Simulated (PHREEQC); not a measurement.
A solution holds 0.21 mol NH4F per kg of water, at 25 °C. Closed to the air; pH follows from the charge balance.

Equilibrium calculation in PHREEQC: ion-association model, phreeqc.dat.

Precipitation was switched off in this run.

Task: Predict the pH, activity of water, density.

Result: pH 6.35; activity of water 0.993; density 1.001 g/cm³.
